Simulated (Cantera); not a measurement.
Feed: 1 mol borazine, 0.24 mol NH₃, 150 mol N₂, 20 mol H₂O, held at 1.33 mbar.

Equilibrium computed with Cantera from the NASA thermochemical tables; the gas is ideal and each condensed phase is pure. Candidate condensed phases: B, BN, B₂O₃, B₃O₃H₃, H₂O; 39 gas species. The feed counts by its element totals alone. Gases not in the tables: H₃BO₃. Kinetics and transport are ignored.

Problem. Which condensed phases are stable at each of these points (T (K)): 825, 875, 925, 975, 1025, 1075, 1125, 1175, 1225, 1275?

Solution. 
| T (K) | condensed phases | B condensed (%) |
|---|---|---|
| 825 | B₂O₃(l) | 98.7 |
| 875 | B₂O₃(l) | 99.0 |
| 925 | B₂O₃(l) | 99.1 |
| 975 | B₂O₃(l) | 98.7 |
| 1025 | B₂O₃(l) | 97.5 |
| 1075 | B₂O₃(l) | 94.3 |
| 1125 | B₂O₃(l) | 87.2 |
| 1175 | B₂O₃(l) | 72.6 |
| 1225 | B₂O₃(l) | 45.0 |
| 1275 | gas only | 0.0 |

From 825 K to 1225 K the condensed part is B₂O₃(l). At 1275 K nothing is condensed. The share of B in condensed phases is highest at 925 K (99.1 %) and lowest at 1275 K (0.0 %).
